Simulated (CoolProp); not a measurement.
Vapour-liquid equilibrium of R125 (1) + R227EA (2) at -30.45 °C; x and y are mole fractions of (1).

Computed with CoolProp (multi-fluid Helmholtz-energy mixture model, Lemmon 2005 and Lemmon 2016; pair parameters Bell 2016).

```tsv
x	bubble pressure, mixture model (MPa)	bubble pressure, Raoult's law (MPa)	y, mixture model	y, Raoult's law
0.05	0.06102	0.06133	0.174	0.183
0.125	0.07356	0.07416	0.364	0.377
0.2	0.08623	0.08700	0.501	0.515
0.275	___	0.09983	0.603	0.617
0.35	0.1118	0.1127	0.682	0.696
0.425	0.1246	0.1255	___	0.758
0.5	0.1375	0.1383	0.798	0.809
0.575	___	0.1512	0.841	0.852
0.65	0.1631	0.1640	___	0.887
0.725	0.1760	0.1768	0.910	0.918
0.8	0.1889	0.1897	0.938	0.944
0.875	0.2019	0.2025	0.963	0.967
0.95	0.2150	0.2153	0.986	0.988
```

What belongs in the gaps?


- 0.275, bubble pressure, mixture model (MPa): 0.09899
- 0.425, y, mixture model: 0.746
- 0.575, bubble pressure, mixture model (MPa): 0.1503
- 0.65, y, mixture model: 0.878

The largest gap from Raoult's law is -0.9 % in bubble pressure, at x = 0.2. No azeotrope shows between x = 0.05 and 0.95.

Pair parameters are fitted to limited data, so mixtures are less certain than the pure fluids.
